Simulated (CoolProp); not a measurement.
Vapour-liquid equilibrium of propylene (1) + n-heptane (2) at 1.3 bar; x and y are mole fractions of (1).

The numbers come from the multi-fluid Helmholtz-energy mixture model, Lemmon 2013 and Span 2003; pair parameters Bell 2016 in CoolProp.

| x | bubble temperature (K) | y at the bubble point | dew temperature at overall composition x (K) | liquid density (mol/L) |
|---|---|---|---|---|
| 0.05 | 334.8 | ___ | 378.4 | ___ |
| 0.2 | 272.3 | ___ | 372.3 | 7.813 |
| 0.35 | 252.6 | 0.998 | 365.3 | 8.753 |
| 0.5 | 243.6 | 0.999 | 357.0 | 9.732 |
| 0.65 | 238.8 | 1.000 | 346.5 | 10.84 |
| 0.8 | 235.5 | 1.000 | ___ | ___ |
| 0.95 | ___ | 1.000 | ___ | ___ |

Task: Complete the blanks.

Result: 
- 0.05, y at the bubble point: 0.773
- 0.05, liquid density (mol/L): 6.633
- 0.2, y at the bubble point: 0.990
- 0.8, dew temperature at overall composition x (K): 331.5
- 0.8, liquid density (mol/L): 12.14
- 0.95, bubble temperature (K): 232.3
- 0.95, dew temperature at overall composition x (K): 300.5
- 0.95, liquid density (mol/L): 13.72

No azeotrope shows between x = 0.05 and 0.95.

The pair parameters rest on a limited set of measurements; away from them the model extrapolates. The gap from Raoult's law changes sign with composition, which may be real or a fault of the pair parameters; it wasn't checked against measurements.
